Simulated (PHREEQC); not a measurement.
Solution A (11 mmol/kgw CaCl2 and 0.2 mmol/kgw NaF) is mixed with solution B (0.043 mol/kgw KOH, 5.9e-05 mol/kgw K2SiO3 and 0.0027 mol/kgw (CH3)4NCl) at 25 °C; shares are by mass of water, 1 kg in all. Oxygen alone is held at its pressure in air (log pO2 = -0.68). The system is closed to CO2. The run lets Fluorite, Portlandite, SiO2(a), Halite precipitate or redissolve, and no other solid.

Equilibrium calculation in PHREEQC: ion-association model, wateq4f.dat.

```csv
share of solution B,pH,Fluorite (mol),Ca+2 (mol/kgw)
0,6.99,5.86e-5,0.0109
0.1,11.52,4.57e-5,0.00953
0.15,11.70,3.91e-5,0.00886
0.25,11.93,2.54e-5,0.00758
0.3,12.01,1.83e-5,0.00697
0.4,12.14,3.27e-6,0.00580
0.45,12.19,0,0.00524
0.55,[?],0,[?]
0.6,[?],0,0.00365
0.7,[?],0,0.00266
0.75,12.42,0,0.00219
0.85,12.47,0,0.00128
0.9,12.50,0,0.000843
1,12.55,0,0
```

Question: What belongs in the gaps?

Answer: 
- 0.55, pH: 12.28
- 0.55, Ca+2 (mol/kgw): 0.00417
- 0.6, pH: 12.32
- 0.7, pH: 12.39

(CH3)4N+ isn't in the database: it is added as a free cation with an ion size of 4 Å. SiF6-2 is the database's only silicon fluoride.
